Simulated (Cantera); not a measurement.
Feed: 1 mol CuO, 2.3 mol C, 1.8 mol CO, held at 31.5 Torr.

Equilibrium computed with Cantera from the NASA thermochemical tables; the gas is ideal and each condensed phase is pure. Candidate condensed phases: C, Cu, CuO, Cu2O; 15 gas species. Kinetics and transport are ignored.

Problem. At 1825 °C, list the 3 most abundant gas species with their mole fractions, and the condensed phases.

Solution. CO 0.755, Cu 0.244, Cu2 0.00138. Condensed: C(graphite) + Cu(l).
